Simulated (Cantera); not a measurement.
Charge: 1 mol MgO, 0.081 mol HI, 0.31 mol N₂, at 1723.15 K and 27.0 mbar.

Method: chemical equilibrium by Gibbs-energy minimisation in Cantera with the NASA 1993 tables (ideal gas, pure condensed phases). Equilibrium is a limit: real reactors are often held back by kinetics, nucleation or transport.

```csv
species,before,after
N₂,0.724,0.883
I,0.173,0.0750
H₂,0.0861,0.0371
HI,0.0115,0.00326
MgI₂,0.00190,0.000434
I₂,0.000106,1.99e-5
H₂O,0.00256,0.000907
MgI,0.000467,0.000246
H,0.000326,0.000214
Mg,0.000187,0.000227
"MgO(s), mol",0.999,0.999
```
Gas species are given as mole fractions.

**Question.** Which change was made?
(A) N₂ from 0.31 to 0.056 mol
(B) pressure from 27.0 mbar to 75.0 mbar
(C) pressure from 27.0 mbar to 8.00 bar
(D) N₂ from 0.31 to 0.9 mol

**Answer.** D, N₂ from 0.31 to 0.9 mol
